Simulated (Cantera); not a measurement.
Charge: 1 mol CO2, 0.17 mol H2O, 3.1 mol N2, held at 2773 K and 94.0 bar.

These are equilibrium values from Cantera (NASA tables, ideal gas, pure condensed phases), not measurements of a reactor. Candidate condensed phases: C, C6H6, C7H8, C8H18, H2O; 136 gas species. The ideal-gas law is rough above about 30 bar. The numbers say what is thermodynamically allowed, not how fast it happens.

Base state: N2 0.711, CO2 0.202, H2O 0.0369, CO 0.0283, O2 0.00994, NO 0.00732, OH 0.00284, H2 0.000749 (mole fractions); condensed: gas only.

### Question
What changes in the equilibrium state with this change: pressure from 94.0 bar to 0.00110 bar?

### Answer
```tsv
species	before	after
N2	0.711	0.563
CO	0.0283	0.178
O	0.000502	0.171
CO2	0.202	0.00507
H2O	0.0369	0.000130
H	0.000210	0.0575
O2	0.00994	0.0135
N	2.49e-7	6.47e-5
NO2	1.07e-5	4.43e-8
H2	0.000749	0.000659
```
